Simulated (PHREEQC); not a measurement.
A solution holds 0.0092 mol/kgw TMAH and 0.00052 mol/kgw (CH3)4NCl, at 25 °C. Closed to the air; pH follows from the charge balance.

All values are PHREEQC results (ion-association model, phreeqc.dat), not measurements.

No solid was allowed to form.

### Question
Predict the pH.

### Answer
pH 11.91.

Complexes and solids missing from the database can't appear. (CH3)4N+ isn't in the database: it is added as a free cation with an ion size of 4 Å.
